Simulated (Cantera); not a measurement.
A Cantera script and what it prints.

```python
import numpy as np
import cantera as ct

gas_names = [...]  # 123 gases of nasa_gas.yaml made of C, H, O, Si
cond_names = """
    C(gr) C6H6(L) C7H8(L) C8H18(L),n-octa H2O(s) H2O(L) Si(cr) Si(L) SiC(b) SiO2(Lqz) SiO2(hqz) SiO2(L)
""".split()


# ... load() reads the species with a 1 bar reference pressure and builds the phases ...
atoms = {
    'Si': {'Si': 1},
    'CO2': {'C': 1, 'O': 2},
    'H2': {'H': 2},
}
top_T = {'C(gr)': 4500, 'SiC(b)': 3050}  # K; cautious upper limits of use, not melting points


# ... equilibrate(T, P, feed) seeds the gas with the atoms and calls Mixture.equilibrate('TP', solver="vcs", rtol=1e-11, max_steps=5000) ...
results = []
feed = {'Si': 1, 'CO2': 0.025, 'H2': 87}  # mol
P = 100000  # Pa
for T in [1948, 1973, 1998, 2023, 2048, 2073, 2098, 2123, 2148, 2173, 2198, 2223, 2248]:
    mix = equilibrate(T, P, feed)
    results.append((T, P, feed, dict(zip(mix.species_names, mix.species_moles))))
    x = sorted(zip(gas.X, gas.species_names), reverse=True)
    print(f"T = {T:g} K  P = {P:g} Pa  gas = {mix.phase_moles(0):.4g} mol")
    print("   x: " + "  ".join(f"{s} {v:.3e}" for v, s in x if v > 0.0001))
    print("   condensed (mol): " + ("  ".join(f"{mix.phase(i).name} {mix.phase_moles(i):.4g}"
          for i in range(1, mix.n_phases) if mix.phase_moles(i) > 1e-12) or "none"))
```

Result:

```
T = 1948 K  P = 100000 Pa  gas = 87.1 mol
   x: H2 9.982e-01  H 1.129e-03  SiO 4.604e-04  CO 1.133e-04
   condensed (mol): Si(L) 0.9363  SiC(b) 0.01294
T = 1973 K  P = 100000 Pa  gas = 87.11 mol
   x: H2 9.979e-01  H 1.348e-03  SiO 4.478e-04  CO 1.258e-04
   condensed (mol): Si(L) 0.9364  SiC(b) 0.01168
T = 1998 K  P = 100000 Pa  gas = 87.12 mol
   x: H2 9.976e-01  H 1.602e-03  SiO 4.347e-04  CO 1.389e-04  SiH2 1.047e-04
   condensed (mol): Si(L) 0.936  SiC(b) 0.01032
T = 2023 K  P = 100000 Pa  gas = 87.14 mol
   x: H2 9.973e-01  H 1.897e-03  SiO 4.210e-04  CO 1.525e-04  SiH2 1.205e-04
   condensed (mol): Si(L) 0.9353  SiC(b) 0.008858
T = 2048 K  P = 100000 Pa  gas = 87.15 mol
   x: H2 9.969e-01  H 2.236e-03  SiO 4.068e-04  CO 1.666e-04  SiH2 1.382e-04
   condensed (mol): Si(L) 0.9339  SiC(b) 0.007265
T = 2073 K  P = 100000 Pa  gas = 87.17 mol
   x: H2 9.964e-01  H 2.625e-03  SiO 3.923e-04  CO 1.811e-04  SiH2 1.579e-04
   condensed (mol): Si(L) 0.9318  SiC(b) 0.005526
T = 2098 K  P = 100000 Pa  gas = 87.2 mol
   x: H2 9.959e-01  H 3.071e-03  SiO 3.774e-04  CO 1.958e-04  SiH2 1.798e-04  Si 1.306e-04
   condensed (mol): Si(L) 0.9288  SiC(b) 0.003608
T = 2123 K  P = 100000 Pa  gas = 87.22 mol
   x: H2 9.953e-01  H 3.579e-03  SiO 3.624e-04  CO 2.107e-04  SiH2 2.042e-04  Si 1.700e-04
   condensed (mol): Si(L) 0.9246  SiC(b) 0.001472
T = 2148 K  P = 100000 Pa  gas = 87.25 mol
   x: H2 9.947e-01  H 4.157e-03  SiO 3.534e-04  SiH2 2.311e-04  Si 2.200e-04  CO 2.194e-04  SiH 1.077e-04
   condensed (mol): Si(L) 0.9177
T = 2173 K  P = 100000 Pa  gas = 87.29 mol
   x: H2 9.939e-01  H 4.811e-03  SiO 3.552e-04  Si 2.828e-04  SiH2 2.607e-04  CO 2.175e-04  SiH 1.316e-04
   condensed (mol): Si(L) 0.9067
T = 2198 K  P = 100000 Pa  gas = 87.33 mol
   x: H2 9.930e-01  H 5.549e-03  Si 3.616e-04  SiO 3.573e-04  SiH2 2.933e-04  CO 2.151e-04  SiH 1.601e-04
   condensed (mol): Si(L) 0.8934
T = 2223 K  P = 100000 Pa  gas = 87.38 mol
   x: H2 9.920e-01  H 6.380e-03  Si 4.598e-04  SiO 3.599e-04  SiH2 3.290e-04  CO 2.121e-04  SiH 1.939e-04
   condensed (mol): Si(L) 0.8774
T = 2248 K  P = 100000 Pa  gas = 87.43 mol
   x: H2 9.909e-01  H 7.313e-03  Si 5.814e-04  SiH2 3.681e-04  SiO 3.630e-04  SiH 2.337e-04  CO 2.087e-04
   condensed (mol): Si(L) 0.8582
```

Equilibrium computed with Cantera from the NASA thermochemical tables; the gas is ideal and each condensed phase is pure. Mutual solubility and eutectic melting of coexisting phases are not modelled. Gases not in the tables: Si2H6 and higher silanes.
